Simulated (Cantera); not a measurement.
**Stirred combustor or abatement burner**

A perfectly stirred reactor is fed with 10.9 % CH₃OH, 18.7 % O₂, 70.4 % N₂, at 750000 Pa; it is adiabatic with a 450 K inlet, and is followed from long to short residence time, starting on the burning branch (τ in s: 0.41, 0.13, 0.042, 0.013, 0.0042, 0.0013, 0.00043, 0.00014, 4.4e-05).

Cantera simulation using GRI-Mech 3.0 (53 species, 325 reactions); the numbers are that mechanism's predictions, not measurements. GRI-Mech 3.0 was tuned for natural gas; its chemistry of methanol as a main component is partial and can be far from experiment.

| τ (s) | T (K) | x CH₃OH | x O₂ | x NO | x C₂H | x HCO | x C₂H₂ | x NO₂ |
|---|---|---|---|---|---|---|---|---|
| 0.41 | 2224 | 5.87e-8 | 0.0215 | 0.00337 | <1e-12 | 1.37e-9 | <1e-12 | 3.64e-6 |
| 0.13 | 2225 | 1.82e-7 | 0.0218 | 0.00261 | <1e-12 | 3.91e-9 | <1e-12 | 2.86e-6 |
| 0.042 | 2226 | 5.45e-7 | 0.0224 | 0.00155 | <1e-12 | 1.17e-8 | 3.62e-12 | 1.75e-6 |
| 0.013 | 2224 | 1.65e-6 | 0.0230 | 0.000698 | <1e-12 | 3.75e-8 | 2.54e-11 | 8.41e-7 |
| 0.0042 | 2215 | 4.53e-6 | 0.0237 | 0.000314 | <1e-12 | 1.17e-7 | 1.08e-10 | 4.28e-7 |
| 0.0013 | 2194 | 1.17e-5 | 0.0248 | 0.000153 | 1.18e-12 | 3.83e-7 | 2.56e-10 | 2.46e-7 |
| 0.00043 | 2156 | 2.66e-5 | 0.0268 | 8.35e-5 | 2.28e-12 | 1.18e-6 | 4.21e-10 | 1.48e-7 |
| 0.00014 | 2096 | 6.03e-5 | 0.0301 | 4.59e-5 | 6.09e-12 | 3.68e-6 | 1.02e-9 | 8.30e-8 |
| 4.4e-5 | 2002 | 0.000154 | 0.0357 | 2.45e-5 | 3.17e-11 | 1.20e-5 | 5.74e-9 | 4.61e-8 |
x: mole fraction; the columns are a selection and need not sum to one.
